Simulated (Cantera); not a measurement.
An isothermal, constant-pressure homogeneous reactor starts with 64.5 % N₂O, 2.58 % H₂, 32.9 % N₂, at 1023 K and 10.00 Torr.

Computed with Cantera and GRI-Mech 3.0 (53 species, 325 reactions). GRI-Mech 3.0 was tuned for natural gas; its chemistry of N2O as a main component is partial and can be far from experiment. Radical loss at walls, strong at low pressure, is not modelled. The mechanism lacks the step 2 NO + O2 → 2 NO2, which can matter for NO2 below about 1400 K. The temperature is held fixed by assumption; the heat of reaction is taken as removed at once.

x: mole fraction; the columns are a selection and need not sum to one.

| t (s) | x N₂O | x H₂ | x HO₂ | x O | x O₂ | x OH |
|---|---|---|---|---|---|---|
| 1.00e-6 | 0.645 | 0.0258 | <1e-12 | 5.24e-11 | <1e-12 | <1e-12 |
| 5.68e-6 | 0.645 | 0.0258 | <1e-12 | 2.96e-10 | <1e-12 | <1e-12 |
| 3.23e-5 | 0.645 | 0.0258 | <1e-12 | 1.65e-9 | 1.87e-11 | 2.54e-11 |
| 0.000184 | 0.645 | 0.0258 | <1e-12 | 8.27e-9 | 5.55e-10 | 7.02e-10 |
| 0.00104 | 0.645 | 0.0258 | 3.44e-11 | 2.57e-8 | 1.19e-8 | 1.34e-8 |
| 0.00593 | 0.645 | 0.0258 | ? | 3.10e-8 | 1.15e-7 | 1.19e-7 |
| 0.0337 | 0.645 | 0.0257 | ? | 3.11e-8 | 7.17e-7 | 6.47e-7 |
| 0.192 | 0.643 | 0.0239 | ? | 5.09e-8 | 5.67e-6 | 3.47e-6 |
| 1.09 | 0.629 | 0.0100 | ? | 5.99e-8 | 4.92e-5 | 4.18e-6 |
| 6.19 | 0.619 | 0.000518 | ? | 7.56e-8 | 0.000311 | 1.74e-6 |
| 35.2 | 0.614 | 3.00e-7 | ? | 7.16e-8 | 0.00183 | 1.13e-6 |
| 200 | 0.591 | 1.94e-9 | ? | 6.61e-8 | 0.0103 | 1.50e-6 |

### Question
Fill in the missing entries.

### Answer

- 0.00593, x HO₂: 2.10e-9
- 0.0337, x HO₂: 6.18e-8
- 0.192, x HO₂: 2.52e-7
- 1.09, x HO₂: 3.60e-7
- 6.19, x HO₂: 2.73e-7
- 35.2, x HO₂: 2.12e-7
- 200, x HO₂: 8.58e-8
